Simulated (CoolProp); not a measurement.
A single-stage vapour-compression cycle with the fluid: evaporating at 244.15 K (dew point), condensing at 305.15 K (bubble point), superheat 0 K, subcooling 8 K, compressor efficiency 0.6, no pressure losses. The same conditions are run with several fluids, on thermodynamics alone (safety and materials aside).

Model: reference Helmholtz-energy equation of state of each fluid (sulfur hexafluoride: Guder 2009; chloromethane (R40): Thol 2014; CH2F2 (R32): Tillner-Roth 1997; R404A: Lemmon 2003; fluoroethane (R161): Wu 2012; R1336mzz(E): Akasaka 2023), in CoolProp. Blends and air are pseudo-pure fits.

**Question.** Rank sulfur hexafluoride, chloromethane (R40), CH2F2 (R32), R404A, fluoroethane (R161), R1336mzz(E) by cooling COP, highest first.

**Answer.** chloromethane (R40) (1.98), fluoroethane (R161) (1.96), CH2F2 (R32) (1.87), R1336mzz(E) (1.86), R404A (1.75), sulfur hexafluoride (1.42)

| fluid | pressure ratio | discharge temperature (K) | refrigerating effect (kJ/kg) | volumetric capacity (kJ/m³) |
|---|---|---|---|---|
| sulfur hexafluoride | 5.45 | 319.9 | 47.1 | 1970 |
| chloromethane (R40) | 8.69 | 447.9 | 349 | 724 |
| CH2F2 (R32) | 7.12 | 412.5 | 263 | 2090 |
| R404A | 7.13 | 336.6 | 115 | 1270 |
| fluoroethane (R161) | 7.54 | 375.0 | 303 | 1110 |
| R1336mzz(E) | 14.4 | 321.4 | 107 | 150 |
